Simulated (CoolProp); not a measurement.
Vapour-liquid equilibrium of cyclopentane (1) + octamethylcyclotetrasiloxane (D4) (2) at 314.6 K; x and y are mole fractions of (1).

Computed with CoolProp (multi-fluid Helmholtz-energy mixture model, Gedanitz 2015 and Thol 2015; pair parameters Bell 2016).

```
x      bubble pressure, mixture model (kPa)  bubble pressure, Raoult's law (kPa)  y, mixture model  y, Raoult's law
-----  ------------------------------------  -----------------------------------  ----------------  ---------------
0.05                                  3.398                                4.292             0.882            0.907
0.125                                 8.011                                10.10             0.954            0.963
0.2                                   12.83                                15.90             0.973            0.979
0.275                                 17.87                                21.71             0.983            0.986
0.35                                  23.14                                27.52             0.988            0.990
0.425                                 28.65                                33.32             0.991            0.993
0.5                                   34.42                                39.13             0.994            0.995
0.575                                 40.44                                44.94             0.996            0.996
0.65                                  46.72                                50.74             0.997            0.997
0.725                                 53.26                                56.55             0.998            0.998
0.8                                   60.01                                62.35             0.999            0.999
0.875                                 66.87                                68.16             0.999            0.999
0.95                                  73.63                                73.97             1.000            1.000
```

The largest gap from Raoult's law is -20.8 % in bubble pressure, at x = 0.05. No azeotrope shows between x = 0.05 and 0.95.

Pair parameters are fitted to limited data, so mixtures are less certain than the pure fluids.
